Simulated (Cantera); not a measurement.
Cantera run:

```python
import numpy as np
import cantera as ct

gas_names = [...]  # 87 gases of nasa_gas.yaml made of C, H, Si
cond_names = """
    C(gr) C6H6(L) C7H8(L) C8H18(L),n-octa Si(cr) Si(L) SiC(b)
""".split()


# ... load() reads the species with a 1 bar reference pressure and builds the phases ...
atoms = {
    'SiC': {'Si': 1, 'C': 1},
    'C': {'C': 1},
    'H2': {'H': 2},
}
top_T = {'C(gr)': 4500, 'SiC(b)': 3050}  # K; cautious upper limits of use, not melting points


# ... equilibrate(T, P, feed) seeds the gas with the atoms and calls Mixture.equilibrate('TP', solver="vcs", rtol=1e-11, max_steps=5000) ...
results = []
feed = {'SiC': 1, 'C': 0.024, 'H2': 0.25}  # mol
P = 250000  # Pa
for T in [2123, 2223, 2323, 2423, 2523, 2623, 2723, 2823, 2923]:
    mix = equilibrate(T, P, feed)
    results.append((T, P, feed, dict(zip(mix.species_names, mix.species_moles))))
    x = sorted(zip(gas.X, gas.species_names), reverse=True)
    print(f"T = {T:g} K  P = {P:g} Pa  gas = {mix.phase_moles(0):.4g} mol")
    print("   x: " + "  ".join(f"{s} {v:.3e}" for v, s in x if v > 1e-05))
    print("   condensed (mol): " + ("  ".join(f"{mix.phase(i).name} {mix.phase_moles(i):.4g}"
          for i in range(1, mix.n_phases) if mix.phase_moles(i) > 1e-12) or "none"))
```

Output:

```
T = 2123 K  P = 250000 Pa  gas = 0.2501 mol
   x: H2 9.952e-01  H 2.264e-03  C2H2,acetylene 1.648e-03  CH4 7.737e-04  CH3 3.417e-05  SiH2 1.717e-05  C2H4 1.446e-05
   condensed (mol): C(gr) 0.02297  SiC(b) 1
T = 2223 K  P = 250000 Pa  gas = 0.2503 mol
   x: H2 9.923e-01  H 4.036e-03  C2H2,acetylene 2.880e-03  CH4 6.162e-04  CH3 4.780e-05  SiH2 3.786e-05  Si 2.115e-05  C2H4 1.571e-05  SiH 1.411e-05
   condensed (mol): C(gr) 0.0224  SiC(b) 1
T = 2323 K  P = 250000 Pa  gas = 0.2507 mol
   x: H2 9.876e-01  H 6.844e-03  C2H2,acetylene 4.782e-03  CH4 4.993e-04  SiH2 7.769e-05  Si 6.977e-05  CH3 6.471e-05  SiH 3.866e-05  C2H4 1.687e-05  SiC2 1.042e-05
   condensed (mol): C(gr) 0.02148  SiC(b) 0.9999
T = 2423 K  P = 250000 Pa  gas = 0.2514 mol
   x: H2 9.802e-01  H 1.110e-02  C2H2,acetylene 7.585e-03  CH4 4.100e-04  Si 2.082e-04  SiH2 1.496e-04  SiH 9.717e-05  CH3 8.499e-05  SiC2 4.294e-05  Si2C 2.426e-05  C4H2 2.417e-05  C2H4 1.790e-05
   condensed (mol): C(gr) 0.02013  SiC(b) 0.9999
T = 2523 K  P = 250000 Pa  gas = 0.2523 mol
   x: H2 9.693e-01  H 1.731e-02  C2H2,acetylene 1.154e-02  Si 5.692e-04  CH4 3.396e-04  SiH2 2.720e-04  SiH 2.261e-04  SiC2 1.576e-04  CH3 1.085e-04  Si2C 8.634e-05  C4H2 5.681e-05  C2H4 1.875e-05  C2H 1.553e-05
   condensed (mol): C(gr) 0.01823  SiC(b) 0.9996
T = 2623 K  P = 250000 Pa  gas = 0.2538 mol
   x: H2 9.532e-01  H 2.601e-02  C2H2,acetylene 1.689e-02  Si 1.439e-03  SiC2 5.224e-04  SiH 4.911e-04  SiH2 4.689e-04  CH4 2.823e-04  Si2C 2.779e-04  CH3 1.345e-04  C4H2 1.241e-04  C2H 4.241e-05  C2H2,vinylidene 1.956e-05  C2H4 1.932e-05  Si2 1.440e-05
   condensed (mol): C(gr) 0.01569  SiC(b) 0.9991
T = 2723 K  P = 250000 Pa  gas = 0.2564 mol
   x: H2 9.299e-01  H 3.777e-02  C2H2,acetylene 2.380e-02  Si 3.395e-03  SiC2 1.581e-03  SiH 1.001e-03  Si2C 8.184e-04  SiH2 7.686e-04  C4H2 2.533e-04  CH4 2.339e-04  CH3 1.619e-04  C2H 1.069e-04  Si2 4.737e-05  C2H2,vinylidene 3.699e-05  C2H4 1.950e-05  CH2 1.445e-05  C3H3,propargyl 1.064e-05
   condensed (mol): C(gr) 0.01248  SiC(b) 0.9978
T = 2823 K  P = 250000 Pa  gas = 0.2609 mol
   x: H2 8.959e-01  H 5.308e-02  C2H2,acetylene 3.226e-02  Si 7.531e-03  SiC2 4.410e-03  Si2C 2.226e-03  SiH 1.924e-03  SiH2 1.198e-03  C4H2 4.836e-04  C2H 2.505e-04  CH4 1.912e-04  CH3 1.881e-04  Si2 1.429e-04  C2H2,vinylidene 6.582e-05  CH2 2.505e-05  C2H4 1.911e-05  C3H3,propargyl 1.684e-05  C3 1.672e-05  SiC 1.464e-05  C2H3,vinyl 1.252e-05  Si3 1.034e-05
   condensed (mol): C(gr) 0.008628  SiC(b) 0.9948
T = 2923 K  P = 250000 Pa  gas = 0.2692 mol
   x: H2 8.455e-01  H 7.204e-02  C2H2,acetylene 4.181e-02  Si 1.580e-02  SiC2 1.144e-02  Si2C 5.637e-03  SiH 3.491e-03  SiH2 1.767e-03  C4H2 8.620e-04  C2H 5.466e-04  Si2 3.986e-04  CH3 2.088e-04  CH4 1.515e-04  C2H2,vinylidene 1.098e-04  C3 5.370e-05  SiC 4.493e-05  CH2 4.080e-05  Si3 3.338e-05  C3H3,propargyl 2.491e-05  C6H2 1.882e-05  C2H4 1.791e-05  C2H3,vinyl 1.727e-05
   condensed (mol): C(gr) 0.004332  SiC(b) 0.988
```

These are equilibrium values from Cantera (NASA tables, ideal gas, pure condensed phases), not measurements of a reactor. Gases not in the tables: Si2H6 and higher silanes.
